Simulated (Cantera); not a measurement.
A freely propagating, adiabatic, planar premixed flame of CH3OH : O2 : N2 = 1 : 1.88 : 7.05 (molar parts), unburnt at 400 K and 2780 Torr; mixture-averaged transport, grid criteria slope 0.08 and curve 0.16, no radiation.

Computed with Cantera and GRI-Mech 3.0 (53 species, 325 reactions). GRI-Mech 3.0 was tuned for natural gas; its chemistry of methanol as a main component is partial and can be far from experiment. Burning velocities carry a grid error of a few per cent, more on coarse grids.

### Question
How do the results move with these cheaper or finer settings: unity-Lewis-number transport; multicomponent transport; multicomponent+Soret transport; grid criteria slope 0.5, curve 1; grid criteria slope 0.25, curve 0.5; grid criteria slope 0.03, curve 0.06?

### Answer
| setting | laminar burning velocity | thermal thickness | peak x(C2H4) | peak x(CH4) | grid points |
|---|---|---|---|---|---|
| as above | 28.9 cm/s | 0.164 mm | 6.12e-8 | 2.30e-5 | 124 |
| unity-Lewis-number transport | 29.0 cm/s | 0.158 mm | 9.63e-8 | 3.07e-5 | 135 |
| multicomponent transport | 29.3 cm/s | 0.166 mm | 6.28e-8 | 2.34e-5 | 124 |
| multicomponent+Soret transport | 28.8 cm/s | 0.168 mm | 6.01e-8 | 2.23e-5 | 124 |
| grid criteria slope 0.5, curve 1 | 33.7 cm/s | 0.183 mm | 5.29e-8 | 2.14e-5 | 33 |
| grid criteria slope 0.25, curve 0.5 | 30.4 cm/s | 0.171 mm | 5.76e-8 | 2.23e-5 | 53 |
| grid criteria slope 0.03, curve 0.06 | 28.3 cm/s | 0.163 mm | 6.10e-8 | 2.28e-5 | 351 |
The base run took around 10 core-seconds (rough).
Unity Lewis numbers drop preferential diffusion, which matters most where H2 and H carry the flame; Soret adds thermal diffusion.
